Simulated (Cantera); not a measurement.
An isothermal, constant-pressure homogeneous reactor starts with 49.5 % NH₃, 47.5 % N₂, 2.92 % H₂, at 1725 K and 0.138 atm.

Cantera simulation using the gas-phase N/H chemistry of the illustrative SiF4/NH3 mechanism in the Surface Chemkin manual (1991); the numbers are that mechanism's predictions, not measurements. Walls and surfaces, which speed up NH3 decomposition in real reactors, are not modelled.

### Question
Predict: x(NH₃) at 10.0 s; x(NH₂) at 10.0 s; x(H) at 10.0 s; x(N) at 10.0 s; x(NH) at 10.0 s; x(N₂H₂) at 10.0 s.

### Answer
```json
{
 "x(NH₃) at 10.0 s": "0.0906 (gas-phase equilibrium 1.23e-6)",
 "x(NH₂) at 10.0 s": "6.34e-5 (gas-phase equilibrium 2.20e-9)",
 "x(H) at 10.0 s": "0.000116 (gas-phase equilibrium 0.000359)",
 "x(N) at 10.0 s": "7.09e-8 (gas-phase equilibrium 1.68e-11)",
 "x(NH) at 10.0 s": "9.47e-7 (gas-phase equilibrium 8.53e-11)",
 "x(N₂H₂) at 10.0 s": "1.04e-7 (gas-phase equilibrium <1e-12)"
}
```
